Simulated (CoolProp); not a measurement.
Vapour-liquid equilibrium of benzene (1) + ethylbenzene (2) at 0.55 MPa; x and y are mole fractions of (1).

The numbers come from the multi-fluid Helmholtz-energy mixture model, Thol 2012 and Zhou 2012; pair parameters Bell 2016 in CoolProp.

| x | bubble temperature (°C) | y at the bubble point | dew temperature at overall composition x (°C) | liquid density (mol/L) |
|---|---|---|---|---|
| 0.05 | 208.5 | 0.113 | 211.0 | 6.505 |
| 0.125 | 202.1 | 0.263 | 208.0 | 6.706 |
| 0.2 | 196.0 | 0.393 | 204.9 | 6.910 |
| 0.275 | 190.1 | 0.505 | 201.6 | 7.119 |
| 0.35 | 184.5 | 0.601 | 198.1 | 7.333 |
| 0.425 | 179.2 | 0.683 | 194.4 | 7.550 |
| 0.5 | 174.1 | 0.752 | 190.4 | 7.773 |
| 0.575 | 169.3 | 0.811 | 186.1 | 8.001 |
| 0.65 | 164.8 | 0.860 | 181.4 | 8.233 |
| 0.725 | 160.5 | 0.901 | 176.2 | 8.471 |
| 0.8 | 156.5 | 0.935 | 170.2 | 8.713 |
| 0.875 | 152.8 | 0.963 | 163.3 | 8.961 |
| 0.95 | 149.4 | 0.987 | 154.6 | 9.213 |

No azeotrope shows between x = 0.05 and 0.95.

The pair parameters rest on a limited set of measurements; away from them the model extrapolates.
